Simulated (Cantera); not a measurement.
An adiabatic, constant-volume homogeneous reactor starts with C3H8 : O2 : N2 = 1 : 3.85 : 14.5 (molar parts), equivalence ratio 1.3, at 1700 K and 6.60 bar. Integrator tolerance rtol = 1e-08.

Computed with Cantera and GRI-Mech 3.0 (53 species, 325 reactions). GRI-Mech 3.0 was tuned for natural gas; its chemistry of propane as a main component is partial and can be far from experiment. Above 3000 K some thermodynamic fits are extrapolated.

Problem. What does this change do: N2 14.5 to 25 parts?

Solution. 
```csv
quantity,before,after
time of steepest temperature rise,4.67 µs,6.62 µs
temperature at 1.00 s,3229 K,2961 K
equilibrium temperature,3229 K,2961 K
x(C3H8) at 1.00 s,<1e-12 (gas-phase equilibrium <1e-12),<1e-12 (gas-phase equilibrium <1e-12)
x(O2) at 1.00 s,0.00634 (gas-phase equilibrium 0.00634),0.00212 (gas-phase equilibrium 0.00212)
x(NO) at 1.00 s,0.00977 (gas-phase equilibrium 0.00977),0.00453 (gas-phase equilibrium 0.00453)
x(CO2) at 1.00 s,0.0397 (gas-phase equilibrium 0.0397),0.0333 (gas-phase equilibrium 0.0333)
x(CH4) at 1.00 s,2.71e-12 (gas-phase equilibrium 3.30e-12),<1e-12 (gas-phase equilibrium <1e-12)
x(H2O2) at 1.00 s,8.96e-7 (gas-phase equilibrium 8.96e-7),2.49e-7 (gas-phase equilibrium 2.49e-7)
```

Problem. What does this change do: initial temperature 1700 to 1425 K?

Solution. 
| quantity | before | after |
|---|---|---|
| time of steepest temperature rise | 4.67 µs | 57.0 µs |
| temperature at 1.00 s | 3229 K | 3132 K |
| equilibrium temperature | 3229 K | 3132 K |
| x(C3H8) at 1.00 s | <1e-12 (gas-phase equilibrium <1e-12) | <1e-12 (gas-phase equilibrium <1e-12) |
| x(O2) at 1.00 s | 0.00634 (gas-phase equilibrium 0.00634) | 0.00430 (gas-phase equilibrium 0.00430) |
| x(NO) at 1.00 s | 0.00977 (gas-phase equilibrium 0.00977) | 0.00728 (gas-phase equilibrium 0.00728) |
| x(CO2) at 1.00 s | 0.0397 (gas-phase equilibrium 0.0397) | 0.0456 (gas-phase equilibrium 0.0456) |
| x(CH4) at 1.00 s | 2.71e-12 (gas-phase equilibrium 3.30e-12) | 3.09e-12 (gas-phase equilibrium 3.71e-12) |
| x(H2O2) at 1.00 s | 8.96e-7 (gas-phase equilibrium 8.96e-7) | 7.48e-7 (gas-phase equilibrium 7.48e-7) |
